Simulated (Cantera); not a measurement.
Feed: 1 mol SiCl4, 630 mol H2, 0.006 mol C2H4, held at 1075 °C.

Method: chemical equilibrium by Gibbs-energy minimisation in Cantera with the NASA 1993 tables (ideal gas, pure condensed phases). Candidate condensed phases: C, C6H6, C7H8, C8H18, Si, SiC; 109 gas species. Mutual solubility and eutectic melting of coexisting phases are not modelled. Equilibrium is a limit: real reactors are often held back by kinetics, nucleation or transport.

x: gas mole fraction; n: condensed amount in mol.

| P (Pa) | x H2 | x HCl | x SiCl2 | x H | x CH4 | x SiH2Cl2 | x SiHCl3 | n Si(s) | n SiC(s) |
|---|---|---|---|---|---|---|---|---|---|
| 100 | 0.994 | 0.00612 | 0.000106 | 7.31e-5 | 2.17e-8 | 1.37e-8 | 1.02e-8 | 0.921 | 0.0120 |
| 320 | 0.994 | 0.00612 | 0.000106 | ___ | ___ | ___ | ___ | 0.921 | 0.0120 |
| 1000 | 0.994 | 0.00612 | 0.000106 | ___ | ___ | ___ | ___ | 0.921 | 0.0119 |
| 3200 | 0.994 | 0.00611 | 0.000106 | 1.29e-5 | 6.94e-7 | 4.36e-7 | 3.24e-7 | 0.920 | 0.0116 |
| 10000 | 0.994 | 0.00611 | 0.000105 | 7.31e-6 | 2.17e-6 | 1.36e-6 | 1.01e-6 | 0.920 | 0.0106 |
| 32000 | 0.994 | 0.00609 | 0.000105 | 4.09e-6 | 6.94e-6 | 4.33e-6 | 3.21e-6 | 0.918 | 0.00761 |
| 100000 | 0.994 | 0.00604 | 0.000103 | 2.31e-6 | 1.90e-5 | 1.33e-5 | 9.80e-6 | 0.913 | 0 |

### Question
Complete the blanks.

### Answer

- 1000, x H: 2.31e-5
- 1000, x CH4: 2.17e-7
- 1000, x SiH2Cl2: 1.36e-7
- 1000, x SiHCl3: 1.01e-7
- 320, x H: 4.09e-5
- 320, x CH4: 6.94e-8
- 320, x SiH2Cl2: 4.37e-8
- 320, x SiHCl3: 3.25e-8
